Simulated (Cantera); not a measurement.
A perfectly stirred reactor is fed with 9.43 % C₂H₆, 90.6 % H₂, at 0.143 Torr; it is held at 1950 K, and followed from long to short residence time.

Cantera simulation using GRI-Mech 3.0 (53 species, 325 reactions); the numbers are that mechanism's predictions, not measurements. GRI-Mech 3.0 stops at C3 and has no aromatics, soot or wall deposition, so with more carbon than oxygen in the feed, carbon stays in small species such as C2H2 where larger ones or solid carbon would form. Radical loss at walls, strong at low pressure, is not modelled.

x: mole fraction; the columns are a selection and need not sum to one.

| τ (s) | x C₂H₆ | x H₂ | x C₂H₄ | x CH₄ | x H |
|---|---|---|---|---|---|
| 2.7 | 4.97e-5 | 0.895 | 0.000347 | 0.0238 | 0.00937 |
| 1.2 | ? | 0.888 | ? | ? | 0.00982 |
| 0.55 | ? | 0.879 | ? | ? | 0.0105 |
| 0.25 | 0.000491 | 0.869 | 0.00210 | 0.0558 | 0.0113 |
| 0.11 | 0.00106 | 0.858 | 0.00345 | 0.0676 | 0.0123 |
| 0.052 | 0.00215 | 0.849 | 0.00511 | 0.0760 | 0.0131 |
| 0.024 | 0.00445 | 0.842 | 0.00715 | 0.0800 | 0.0136 |
| 0.011 | 0.00930 | 0.840 | 0.00918 | 0.0761 | 0.0133 |
| 0.0050 | 0.0193 | 0.846 | 0.0101 | 0.0612 | 0.0117 |

### Question
What belongs in the gaps?

### Answer

- 1.2, x C₂H₆: 0.000110
- 1.2, x C₂H₄: 0.000678
- 1.2, x CH₄: 0.0334
- 0.55, x C₂H₆: 0.000232
- 0.55, x C₂H₄: 0.00122
- 0.55, x CH₄: 0.0441
